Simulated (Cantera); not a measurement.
Charge: 1 mol SiH4, 0.34 mol NO, 0.12 mol H2, equilibrated at 0.140 bar.

Cantera equilibrium calculation (NASA polynomials, part measured and part estimated; ideal gas, pure solids and liquids). Candidate condensed phases: H2O, Si, SiO2, Si2N2O, Si3N4; 35 gas species. Mutual solubility and eutectic melting of coexisting phases are not modelled. The tables hold silica as quartz up to 1696 K and as liquid above; real silica turns to tridymite and cristobalite and melts near 1996 K. Equilibrium is a limit: real reactors are often held back by kinetics, nucleation or transport. All values below are at 1448 K.

Base state: H2 0.999, SiO 0.00139, H 2.46e-5 (mole fractions); condensed: Si(s) + SiO2(β-quartz) + Si2N2O(s).

What changes in the equilibrium state with this change: pressure from 0.140 bar to 0.000140 bar?


```csv
species,before,after
H2,0.999,0.920
SiO,0.00139,0.0764
N2,1.41e-7,0.00256
Si,2.09e-8,2.09e-5
H,2.46e-5,0.000747
"Si(s), mol",0.574,0.496
"SiO2(β-quartz), mol",0.0835,0
"Si2N2O(s), mol",0.170,0.164
```
